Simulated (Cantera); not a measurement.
Cantera run:

```python
import numpy as np
import cantera as ct

gas_names = """
    Ca CaF CaF2 Ca2 F F2 H HF H2 H2F2 H3F3 H4F4 H5F5 H6F6 H7F7 N NF NF2 NF3 NH NH2 NH3 N2 N2H2 N2H4
""".split()
cond_names = """
    Ca(a) Ca(b) Ca(L) CaF2(a) CaF2(b) CaF2(L)
""".split()


# ... load() reads the species with a 1 bar reference pressure and builds the phases ...
atoms = {
    'CaF2': {'Ca': 1, 'F': 2},
    'H2': {'H': 2},
    'N2': {'N': 2},
    'HF': {'H': 1, 'F': 1},
}
top_T = {}  # K; cautious upper limits of use, not melting points


# ... equilibrate(T, P, feed) seeds the gas with the atoms and calls Mixture.equilibrate('TP', solver="vcs", rtol=1e-11, max_steps=5000) ...
results = []
feed = {'CaF2': 1, 'H2': 4.6, 'N2': 3.1, 'HF': 0.22}  # mol
P = 43  # Pa
for T in [1448, 1498, 1548, 1598, 1648, 1698, 1748, 1798, 1848]:
    mix = equilibrate(T, P, feed)
    results.append((T, P, feed, dict(zip(mix.species_names, mix.species_moles))))

top = {s: max(r[3][s] / sum(r[3][g] for g in gas_names) for r in results) for s in gas_names}
cols = sorted((s for s in top if top[s] > 1e-06), key=lambda s: -top[s])[:8]
seen = [c for c in cond_names if any(r[3].get(c, 0) > 1e-12 for r in results)]
print("log10 of partial pressures in bar; condensed amounts in mol")
print(f"{'T/K':>10s}" + "".join(f"{s[:9]:>10s}" for s in cols + seen))
for T, P, feed, n in results:
    ng = sum(n[g] for g in gas_names)
    print(f"{T:10.4g}" + "".join(f"{np.log10(max(n[s] / ng * P / 1e5, 1e-99)):10.3f}" for s in cols)
          + "".join(f"{n.get(c, 0):10.4g}" for c in seen))
```

Result:

```
log10 of partial pressures in bar; condensed amounts in mol
       T/K        H2        N2      CaF2        HF         H       CaF        Ca   CaF2(b)
      1448    -3.603    -3.775    -6.161    -4.923    -6.837    -8.526   -10.053    0.9872
      1498    -3.605    -3.776    -5.680    -4.924    -6.567    -7.762    -9.077    0.9609
      1548    -3.609    -3.780    -5.233    -4.925    -6.316    -7.053    -8.171     0.889
      1598    -3.620    -3.791    -4.818    -4.922    -6.084    -6.401    -7.342    0.7006
      1648    -3.648    -3.817    -4.432    -4.893    -5.875    -5.824    -6.634    0.2129
      1698    -3.663    -3.828    -4.350    -4.847    -5.671    -5.578    -6.277         0
      1748    -3.667    -3.830    -4.365    -4.797    -5.475    -5.440    -6.036         0
      1798    -3.674    -3.832    -4.384    -4.741    -5.290    -5.324    -5.832         0
      1848    -3.682    -3.835    -4.408    -4.684    -5.116    -5.226    -5.658         0
```

Cantera equilibrium calculation (NASA polynomials, part measured and part estimated; ideal gas, pure solids and liquids).
